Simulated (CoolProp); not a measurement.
Computed with CoolProp (reference Helmholtz-energy equation of state, Lemmon 2006). It is a short technical equation, of lower accuracy than the large ones.

**Question.** For toluene, give the phase and the viscosity (µPa s), conductivity (mW/(m K)) at 346.85 °C and 0.326 bar; 346.85 °C and 5.8 bar; 346.85 °C and 103 bar.

**Answer.** 
- 346.85 °C and 0.326 bar: gas; viscosity 14.2, conductivity 43.5
- 346.85 °C and 5.8 bar: gas; viscosity 14.2, conductivity 43.6
- 346.85 °C and 103 bar: supercritical; viscosity 64.2, conductivity 81.4

Viscosity comes from a separate model (Avgeri 2015). Thermal conductivity comes from a separate model (Assael 2012).
